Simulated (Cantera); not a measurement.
A freely propagating, adiabatic, planar premixed flame of C3H8 : O2 : N2 = 1 : 3.85 : 19.2 (molar parts), equivalence ratio 1.3, unburnt at 550 K and 1130 Torr; mixture-averaged transport, grid criteria slope 0.08 and curve 0.16, no radiation.

Computed with Cantera and GRI-Mech 3.0 (53 species, 325 reactions). GRI-Mech 3.0 was tuned for natural gas; its chemistry of propane as a main component is partial and can be far from experiment. Burning velocities carry a grid error of a few per cent, more on coarse grids.

x: mole fraction of selected species; z is measured from the peak of heat release.

| z (mm) | T (K) | u (m/s) | x C3H8 | x O2 | x H2O2 | x H2O | x C2H4 | x NO2 |
|---|---|---|---|---|---|---|---|---|
| -0.850 | 551 | 0.650 | 0.0415 | 0.160 | 2.47e-8 | 0.000117 | 1.98e-6 | <1e-8 |
| -0.566 | 555 | 0.657 | 0.0413 | 0.159 | 2.22e-7 | 0.000830 | 2.35e-5 | 1.09e-8 |
| -0.425 | 569 | 0.677 | 0.0411 | 0.157 | 9.38e-7 | 0.00295 | 0.000131 | 5.27e-8 |
| -0.283 | 650 | 0.781 | 0.0399 | 0.149 | 4.44e-6 | 0.0122 | 0.000972 | 2.60e-7 |
| -0.142 | (withheld) | 1.25 | (withheld) | (withheld) | (withheld) | (withheld) | (withheld) | (withheld) |
| -0.0708 | (withheld) | 1.73 | (withheld) | (withheld) | (withheld) | (withheld) | (withheld) | (withheld) |
| 0 | 1683 | 2.19 | 0.000316 | 0.0367 | 1.41e-6 | 0.102 | 0.00448 | 1.53e-8 |
| 0.0708 | 1850 | 2.41 | 3.51e-7 | 0.0142 | 2.57e-7 | 0.116 | 0.000353 | <1e-8 |
| 0.142 | 1904 | 2.48 | <1e-8 | 0.00547 | 1.41e-7 | 0.121 | 1.20e-5 | <1e-8 |
| 0.283 | 1936 | 2.51 | <1e-8 | 0.00147 | 1.02e-7 | 0.121 | 1.18e-8 | <1e-8 |
| 0.566 | 1962 | 2.53 | <1e-8 | 0.000665 | 7.04e-8 | 0.120 | <1e-8 | <1e-8 |
| 1.13 | 1989 | 2.56 | <1e-8 | 0.000347 | 4.31e-8 | 0.121 | <1e-8 | <1e-8 |
| 2.27 | 2011 | 2.59 | <1e-8 | 0.000144 | 2.16e-8 | 0.123 | <1e-8 | <1e-8 |

Problem. Some entries are withheld; supply them.

Solution. 
- -0.142, T (K): 1010
- -0.142, x C3H8: 0.0278
- -0.142, x O2: 0.112
- -0.142, x H2O2: 1.46e-5
- -0.142, x H2O: 0.0455
- -0.142, x C2H4: 0.00655
- -0.142, x NO2: 3.69e-7
- -0.0708, T (K): 1353
- -0.0708, x C3H8: 0.00989
- -0.0708, x O2: 0.0754
- -0.0708, x H2O2: 1.28e-5
- -0.0708, x H2O: 0.0741
- -0.0708, x C2H4: 0.0105
- -0.0708, x NO2: 1.23e-7
